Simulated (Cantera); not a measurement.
Cantera run:

```python
import numpy as np
import cantera as ct

gas_names = [...]  # 49 gases of nasa_gas.yaml made of Cl, F, H, N, Si
cond_names = """
    NH4CL(a) NH4CL(b) Si(cr) Si(L) Si3N4(a)
""".split()


# ... load() reads the species with a 1 bar reference pressure and builds the phases ...
atoms = {
    'Si': {'Si': 1},
    'F2': {'F': 2},
    'N2': {'N': 2},
    'HCl': {'H': 1, 'CL': 1},
}
top_T = {'Si3N4(a)': 2400}  # K; cautious upper limits of use, not melting points


# ... equilibrate(T, P, feed) seeds the gas with the atoms and calls Mixture.equilibrate('TP', solver="vcs", rtol=1e-11, max_steps=5000) ...
results = []
feed = {'Si': 1, 'F2': 2.8, 'N2': 0.76, 'HCl': 3}  # mol
T = 823  # K
P = 100000  # Pa
mix = equilibrate(T, P, feed)
results.append((T, P, feed, dict(zip(mix.species_names, mix.species_moles))))
print(gas.report(threshold=0.0001))
for i in range(1, mix.n_phases):
    print(f"{mix.phase(i).name:16s} {mix.phase_moles(i):12.5e} mol")
```

Result:

```
       temperature   823 K
          pressure   1e+05 Pa
           density   0.6969 kg/m^3
  mean mol. weight   47.687 kg/kmol
   phase of matter   gas

                          1 kg             1 kmol
                     ---------------   ---------------
          enthalpy       -7.7666e+06       -3.7037e+08  J
   internal energy       -7.9101e+06       -3.7721e+08  J
           entropy            5469.9        2.6085e+05  J/K
    Gibbs function       -1.2268e+07       -5.8504e+08  J
 heat capacity c_p            919.59             43853  J/K
 heat capacity c_v            745.24             35538  J/K

                      mass frac. Y      mole frac. X     chem. pot. / RT
                     ---------------   ---------------   ---------------
               CL2           0.21392           0.14388           -30.379
               HCL           0.19251            0.2518           -38.679
                HF           0.12072           0.28776           -63.302
                N2          0.080299           0.13669           -26.375
              SiF4           0.39254           0.17986           -275.58
     [  +44 minor]        1.0281e-05        1.2932e-05

Si(cr)            0.00000e+00 mol
Si3N4(a)          0.00000e+00 mol
```

Cantera equilibrium calculation (NASA polynomials, part measured and part estimated; ideal gas, pure solids and liquids).
